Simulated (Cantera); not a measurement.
Mixture: 12.3 % CH3OH, 18.4 % O2, 69.3 % N2, equivalence ratio 1.0, at 435 Torr, adiabatic and at constant volume. Ignition delay is the time to a rise of 400 K.

Computed with Cantera and GRI-Mech 3.0 (53 species, 325 reactions). GRI-Mech 3.0 was tuned for natural gas; its chemistry of methanol as a main component is partial and can be far from experiment.

### Question
Predict: delay at 1300 K; delay at 1400 K; delay at 1500 K; delay at 1600 K; delay at 1700 K; apparent activation energy between 1600 and 1700 K.

### Answer
| Property | Value |
|---|---|
| delay at 1300 K | 3.36 ms |
| delay at 1400 K | 0.955 ms |
| delay at 1500 K | 0.334 ms |
| delay at 1600 K | 0.139 ms |
| delay at 1700 K | 65.5 µs |
| apparent activation energy between 1600 and 1700 K | 170 kJ/mol |
